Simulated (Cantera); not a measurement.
Equilibrium for chlorosilane synthesis and conversion: SiCl₄ + HCl + H₂

Feed: 1 mol SiCl₄, 1 mol HCl, 1.4 mol H₂, equilibrated at 17000 Pa.

These are equilibrium values from Cantera (NASA tables, ideal gas, pure condensed phases), not measurements of a reactor. Candidate condensed phases: Si; 19 gas species. The tables' values for SiCl₃ are old estimates; treat these amounts as uncertain. Kinetics and transport are ignored.

```
T (K)  log p H₂  log p HCl  log p SiCl₄  log p SiHCl₃  log p SiCl₃  log p SiCl₂
-----  --------  ---------  -----------  ------------  -----------  -----------
800       -1.16      -1.30        -1.30         -4.20        -6.78       -10.22
850       -1.16      -1.30        -1.30         -3.94        -6.11        -9.06
900       -1.16      -1.30        -1.30         -3.71        -5.51        -8.04
950       -1.16      -1.30        -1.30         -3.50        -4.98        -7.13
1000      -1.16      -1.30        -1.31         -3.32        -4.50        -6.31
1050      -1.16      -1.29        -1.31         -3.16        -4.07        -5.58
1100      -1.16      -1.29        -1.31         -3.01        -3.69        -4.92
1150      -1.17      -1.29        -1.32         -2.89        -3.34        -4.32
1200      -1.17      -1.28        -1.33         -2.79        -3.03        -3.79
1250      -1.18      -1.27        -1.34         -2.71        -2.76        -3.33
```
log p: log10 of the partial pressure in bar; nothing condenses.

From 800 K to 1250 K nothing is condensed. The main Si-bearing gas is SiCl₄ throughout.
